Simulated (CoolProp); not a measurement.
A Linde-Hampson liquefier for ethylene: isothermal reversible compression at 290 K from 1 atm to 30 MPa, throttling to 1 atm, return gas leaving the recuperator 0 K below the feed. Each further row changes one setting.

Computed with CoolProp (reference Helmholtz-energy equation of state, Smukala 2000).

```
case                        liquid yield per pass  compression work (kJ/kg of gas)
--------------------------  ---------------------  -------------------------------
as stated                                   0.508                              373
high pressure 60 MPa                        0.477                              437
warm-end temperature 320 K                  0.429                              444
warm-end gap 5 K                            0.503                              373
```
